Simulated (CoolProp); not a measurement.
Saturation properties of R1123.

Computed with CoolProp (reference Helmholtz-energy equation of state, Akasaka 2020).

```csv
T (°C),p (MPa),vapour density (kg/m³),enthalpy of vaporisation (kJ/kg),liquid cp (kJ/(kg K))
-65.95,0.07893,3.876,229.1,1.274
-60.65,0.1044,5.036,225.2,1.282
-55.45,0.1354,6.421,221.4,1.292
-50.15,0.1738,8.120,217.4,1.302
-44.85,0.2201,10.15,213.3,1.314
-39.65,0.2743,12.50,209.2,1.327
-34.35,0.3395,15.32,204.8,1.342
-29.15,0.4142,18.55,200.4,1.357
-23.85,0.5025,22.37,195.8,1.375
-18.65,0.6022,26.71,191.0,1.394
-13.35,0.7184,31.81,185.9,1.417
-8.05,0.8506,37.68,180.6,1.442
```

It boils at -61.2 °C under 1 atm.
